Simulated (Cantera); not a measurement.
What does this Cantera script print?

```python
import numpy as np
import cantera as ct

gas = ct.Solution("gri30.yaml")
gas.TPX = 1550, 500000, {'CO': 1, 'H2': 1.2, 'O2': 1.41, 'N2': 5.3, 'CO2': 0.77}
reactor = ct.IdealGasReactor(gas, energy="on", clone=False)
net = ct.ReactorNet([reactor])
net.rtol, net.atol = 1e-08, 1e-16
show = ['CO', 'H2', 'O2', 'NO2', 'H2O2', 'H', 'NO']
times = np.geomspace(3e-06, 9, 14)

steps = ct.SolutionArray(gas, extra=["t"])
rows = []
print(f"{'t/s':>10s}{'T/K':>9s}{'P/Pa':>11s}" + "".join(f"{s:>11s}" for s in show))
for t in times:
    while net.time < t:
        t_next = net.step()
        steps.append(gas.state, t=t_next)
    rows.append([np.interp(t, steps.t, y) for y in (steps.T, steps.P, *steps(*show).X.T)])
    print(f"{t:10.3e}{rows[-1][0]:9.1f}{rows[-1][1]:11.4g}" + "".join(f"{x:11.3e}" for x in rows[-1][2:]))
rate = np.gradient(steps.T, steps.t)
print("integrator steps:", len(steps.t))
if steps.T.max() > steps.T[0] + 200:
    print(f"time of steepest temperature rise: {steps.t[rate.argmax()]:.4e} s")
gas.TPX = 1550, 500000, {'CO': 1, 'H2': 1.2, 'O2': 1.41, 'N2': 5.3, 'CO2': 0.77}
gas.equilibrate("UV")
print(f"equilibrium (UV): T = {gas.T:.1f} K  " + "  ".join(f"{s} {gas[s].X[0]:.3e}" for s in show))
```

Output:

```
       t/s      T/K       P/Pa         CO         H2         O2        NO2       H2O2          H         NO
 3.000e-06   1720.7  5.498e+05  1.005e-01  4.921e-02  1.048e-01  1.097e-09  4.018e-06  2.808e-02  1.538e-06
 9.448e-06   2687.9  8.067e+05  6.134e-02  7.035e-03  6.031e-02  2.111e-07  7.940e-07  4.868e-03  1.757e-04
 2.976e-05   2871.2  8.509e+05  4.666e-02  5.129e-03  5.338e-02  1.136e-06  1.136e-06  2.607e-03  1.217e-03
 9.372e-05   2868.0  8.497e+05  4.644e-02  5.116e-03  5.185e-02  4.036e-06  1.118e-06  2.558e-03  4.379e-03
 2.952e-04   2858.7  8.465e+05  4.624e-02  5.116e-03  4.882e-02  9.779e-06  1.070e-06  2.482e-03  1.087e-02
 9.297e-04   2851.6  8.441e+05  4.610e-02  5.119e-03  4.656e-02  1.387e-05  1.034e-06  2.426e-03  1.573e-02
 2.928e-03   2851.0  8.439e+05  4.609e-02  5.119e-03  4.639e-02  1.417e-05  1.031e-06  2.422e-03  1.609e-02
 9.222e-03   2851.0  8.439e+05  4.609e-02  5.119e-03  4.639e-02  1.417e-05  1.031e-06  2.422e-03  1.609e-02
 2.904e-02   2851.0  8.439e+05  4.609e-02  5.119e-03  4.639e-02  1.417e-05  1.031e-06  2.422e-03  1.609e-02
 9.147e-02   2851.0  8.439e+05  4.609e-02  5.119e-03  4.639e-02  1.417e-05  1.031e-06  2.422e-03  1.609e-02
 2.881e-01   2851.0  8.439e+05  4.609e-02  5.119e-03  4.639e-02  1.417e-05  1.031e-06  2.422e-03  1.609e-02
 9.073e-01   2851.0  8.439e+05  4.609e-02  5.119e-03  4.639e-02  1.417e-05  1.031e-06  2.422e-03  1.609e-02
 2.858e+00   2851.0  8.439e+05  4.609e-02  5.119e-03  4.639e-02  1.417e-05  1.031e-06  2.422e-03  1.609e-02
 9.000e+00   2851.0  8.439e+05  4.609e-02  5.119e-03  4.639e-02  1.417e-05  1.031e-06  2.422e-03  1.609e-02
integrator steps: 1332
time of steepest temperature rise: 3.1170e-06 s
equilibrium (UV): T = 2851.0 K  CO 4.609e-02  H2 5.119e-03  O2 4.639e-02  NO2 1.417e-05  H2O2 1.031e-06  H 2.422e-03  NO 1.609e-02
```

Cantera simulation using GRI-Mech 3.0 (53 species, 325 reactions); the numbers are that mechanism's predictions, not measurements. The hydrogen kinetics of GRI-Mech 3.0 are dated; newer H2 mechanisms differ, most at raised pressure.
